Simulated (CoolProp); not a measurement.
Propylene along the isobar 4860 kPa: Z from the reference equation and from simpler models built on Tc = 364.2 K, pc = 4555 kPa, ω = 0.146; each cubic takes its own stable root.

Model: reference Helmholtz-energy equation of state, Lemmon 2013, in CoolProp.

```csv
T (K),phase,reference,van der Waals,Redlich-Kwong,Soave-Redlich-Kwong,Peng-Robinson
352.8,liquid,0.1765,(withheld),0.2121,0.2086,0.1867
359.2,liquid,0.1872,(withheld),0.2295,0.2270,0.2043
365.6,supercritical,0.2167,0.3084,(withheld),0.2720,0.2485
372,supercritical,0.4541,(withheld),0.4562,0.4706,0.4426
378.4,supercritical,0.5364,0.5389,0.5353,0.5490,0.5198
384.8,supercritical,0.5881,0.5870,0.5845,0.5991,0.5695
391.2,supercritical,0.6272,(withheld),0.6217,0.6373,0.6078
397.6,supercritical,(withheld),0.6507,0.6521,0.6686,0.6392
404,supercritical,0.6857,0.6746,0.6778,0.6952,0.6660
410.4,supercritical,0.7088,0.6953,0.7001,0.7182,0.6893
416.8,supercritical,0.7291,0.7135,0.7197,0.7386,0.7100
423.2,supercritical,0.7472,0.7298,0.7373,0.7568,0.7285
429.6,supercritical,0.7634,0.7445,0.7531,0.7732,0.7453
436.1,supercritical,0.7783,0.7581,(withheld),0.7883,(withheld)
```

Question: What belongs in the gaps?

Answer: 
- 352.8, van der Waals: 0.2674
- 359.2, van der Waals: 0.2809
- 365.6, Redlich-Kwong: 0.2698
- 372, van der Waals: 0.4498
- 391.2, van der Waals: 0.6223
- 397.6, reference: 0.6590
- 436.1, Redlich-Kwong: 0.7677
- 436.1, Peng-Robinson: 0.7607
